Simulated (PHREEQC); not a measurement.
Model water analysis in mg/L, 25 °C, pH 2.83, pe 8.4:

```csv
constituent,mg/L
Na,149
K,64.2
Ca,75.7
Mg,11.5
Cl,324
S(6) as SO4,595
F,4.54
Cu(2),6.93
Zn,0.417
O(0) (dissolved oxygen),1.43
P as PO4,0.91
```

Valence states are taken as typed.

The numbers come from PHREEQC with the ion-association model, wateq4f.dat.

Task: The ionic strength comes out as 0.0235 mol/kgw. What activity coefficients do MgF+, Zn+2, HSO4-, Ca+2, H2PO4- get?

Result: MgF+ 0.86, Zn+2 0.58, HSO4- 0.86, Ca+2 0.57, H2PO4- 0.87.

Precipitation was switched off in this run. H3PO4, which wateq4f.dat lacks, is added to it with the constant of phreeqc.dat. The database has no phosphate complexes of Cu, Zn.
